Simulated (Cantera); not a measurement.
An adiabatic, constant-pressure homogeneous reactor starts with 11.2 % CH4, 18.7 % O2, 70.1 % N2, equivalence ratio 1.2, at 1200 K and 1000000 Pa.

Computed with Cantera and GRI-Mech 3.0 (53 species, 325 reactions).

### Question
Predict: time of steepest temperature rise; temperature at 0.900 s; equilibrium temperature; x(O2) at 0.900 s; x(CH2O) at 0.900 s; x(NO2) at 0.900 s; x(N2O) at 0.900 s.

### Answer
```
Item                                                                 Value
---------------------------------  ---------------------------------------
time of steepest temperature rise                                  5.19 ms
temperature at 0.900 s                                              2754 K
equilibrium temperature                                             2754 K
x(O2) at 0.900 s                   0.00164 (gas-phase equilibrium 0.00164)
x(CH2O) at 0.900 s                 5.53e-9 (gas-phase equilibrium 5.53e-9)
x(NO2) at 0.900 s                  5.51e-7 (gas-phase equilibrium 5.51e-7)
x(N2O) at 0.900 s                  4.59e-7 (gas-phase equilibrium 4.59e-7)
```
